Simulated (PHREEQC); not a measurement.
Dissolve 0.011 mol MgCl2, 9.2e-06 mol CO2 and 0.11 mol KCl per kg of water at 20 °C and 300 atm. Closed to the air; pH follows from the charge balance.

All values are PHREEQC results (ion-association model, phreeqc.dat), not measurements.

Each row changes one thing in this solution. No solid was allowed to form.

```
case                                    pH  ionic strength (mol/kgw)  CO2 (mol/kgw)  HCO3- (mol/kgw)  MgHCO3+ (mol/kgw)  MgOH+ (mol/kgw)
------------------------------------  ----  ------------------------  -------------  ---------------  -----------------  ---------------
as made                               5.68                     0.143        6.64e-6          2.44e-6            1.21e-7          5.73e-9
KCl left out                          5.68                    0.0330        6.81e-6          2.23e-6            1.53e-7          7.47e-9
CO2 from 9.2e-06 to 1.84e-06 mol/kgw  6.11                     0.143        9.06e-7          8.90e-7            4.40e-8          1.53e-8
0.017 mol/kgw CdBr2 added             5.57                     0.162        7.01e-6          2.03e-6            9.81e-8          4.37e-9
diluted 5-fold with water             6.11                    0.0286        9.74e-7          8.53e-7            1.20e-8          4.12e-9
temperature from 20 to 85 °C          5.60                     0.143        6.84e-6          2.19e-6            1.68e-7          6.09e-7
temperature from 20 to 70 °C          5.62                     0.143        6.57e-6          2.47e-6            1.64e-7          2.49e-7
CO2 from 9.2e-06 to 4.6e-06 mol/kgw   5.86                     0.143        2.91e-6          1.61e-6            7.97e-8          8.63e-9
```

Under pressure, the constants of complexes without a molar volume in the database are unreliable. Away from 25 °C the constants follow the database's enthalpies or fits; those with neither stay at their 25 °C values.
